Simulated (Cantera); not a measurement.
# Boron, boron nitride and boron oxide: B2H6 + N2 + H2

Charge: 1 mol B2H6, 3.8 mol N2, 0.16 mol H2.

These are equilibrium values from Cantera (NASA tables, ideal gas, pure condensed phases), not measurements of a reactor. Candidate condensed phases: B, BN; 15 gas species. The feed counts by its element totals alone. N2 is the only nitrogen source here; it is nearly inert below about 1500 K, so the nitride shown seldom forms there in practice. Kinetics and transport are ignored.

Stable condensed phases:

```
T in K \ P in Pa
             10     37    140    520   1900   7200  27000 100000
   2400       A      B      B      B      B      C      C      C
   2300       B      B      B      B      C      C      C      C
   2200       B      B      B      C      C      C      C      C
   2100       B      B      C      C      C      C      C      C
   2000       B      C      C      C      C      C      C      C
   1900       C      C      C      C      C      C      C      C
   1800       C      C      C      C      C      C      C      C
   1700       C      C      C      C      C      C      C      C
   1600       C      C      C      C      C      C      C      C
   1500       C      C      C      C      C      C      C      C
   1400       C      C      C      C      C      C      C      C
   1300       C      C      C      C      C      C      C      C
   1200       C      C      C      C      C      C      C      C
   1100       C      C      C      C      C      C      C      C
```

A: gas only; B: B; C: BN.
